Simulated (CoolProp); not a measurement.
A closed Brayton cycle with carbon dioxide: compressor inlet 312.15 K and 9 MPa, high pressure 28.3 MPa, turbine inlet 670 K, compressor efficiency 0.8, turbine efficiency 0.9, recuperator effectiveness 0.95 (on enthalpy, no pinch check). Each further row changes one setting.

Values from CoolProp's reference Helmholtz-energy equation of state, Span 1996.

```
case                           thermal efficiency (%)  net work (kJ/kg)  compressor to turbine work  compressor exit (K)  turbine exit (K)
-----------------------------  ----------------------  ----------------  --------------------------  -------------------  ----------------
as stated                                        30.8              77.3                        0.33                360.7             548.0
turbine inlet 620 K                        (withheld)              65.8                        0.37                360.7        (withheld)
compressor inlet 322.15 K                  (withheld)        (withheld)                        0.50                409.3             548.0
high pressure 24.1 MPa                           30.2              70.5                        0.30                353.1             564.7
recuperator effectiveness 0.5                    21.9              77.3                        0.33                360.7             548.0
```

### Question
Fill in the missing entries.

### Answer

- turbine inlet 620 K, thermal efficiency (%): 27.8
- turbine inlet 620 K, turbine exit (K): 502.5
- compressor inlet 322.15 K, thermal efficiency (%): 26.7
- compressor inlet 322.15 K, net work (kJ/kg): 57.6
